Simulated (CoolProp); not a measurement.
A single-stage vapour-compression cycle with C3F8 (R218): evaporating at 205.15 K (dew point), condensing at 262.15 K (bubble point), superheat 2 K, subcooling 2 K, compressor efficiency 0.85, no pressure losses. Each further row changes one setting.

Model: reference Helmholtz-energy equation of state, Lemmon 2006, in CoolProp. It is a short technical equation, of lower accuracy than the large ones.

| case | cooling COP | pressure ratio | discharge temperature (K) | refrigerating effect (kJ/kg) | volumetric capacity (kJ/m³) |
|---|---|---|---|---|---|
| as stated | 2.10 | 15.0 | 262.1 | 63.7 | 135 |
| evaporating temperature 210.15 K | 2.46 | 11.0 | 262.1 | 66.7 | 188 |
| condensing temperature 257.15 K | 2.43 | 12.5 | 257.1 | 68.8 | 146 |
| subcooling 7 K | 2.27 | 15.0 | 262.1 | 68.8 | 145 |
| superheat 12 K | 2.18 | 15.0 | 268.8 | 70.2 | 141 |
| compressor efficiency 0.75 | 1.85 | 15.0 | 263.6 | 63.7 | 135 |

The compression ends wet for: as stated; evaporating temperature 210.15 K; condensing temperature 257.15 K; subcooling 7 K.
